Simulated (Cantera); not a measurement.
Feed: 1 mol MgO, 0.081 mol HI, 0.31 mol N2, equilibrated at 1723.15 K and 27.0 mbar.

Equilibrium computed with Cantera from the NASA thermochemical tables; the gas is ideal and each condensed phase is pure. Candidate condensed phases: H2O, I2, Mg, MgI2, MgO, Mg(OH)2; 36 gas species. Rates play no part.

Base state: N2 0.724, I 0.173, H2 0.0861, HI 0.0115, H2O 0.00256, MgI2 0.00190, MgI 0.000467, H 0.000326 (mole fractions); condensed: MgO(s).

Task: What changes in the equilibrium state with this change: pressure from 27.0 mbar to 75.0 mbar?

Result: 
```json
[
 {"species": "N2", "before": "0.724", "after": "0.727"},
 {"species": "I", "before": "0.173", "after": "0.165"},
 {"species": "H2", "before": "0.0861", "after": "0.0824"},
 {"species": "HI", "before": "0.0115", "after": "0.0178"},
 {"species": "MgI2", "before": "0.00190", "after": "0.00326"},
 {"species": "Mg", "before": "0.000187", "after": "4.58e-5"},
 {"species": "I2", "before": "0.000106", "after": "0.000268"},
 {"species": "MgO(s), mol", "before": "0.999", "after": "0.998"}
]
```
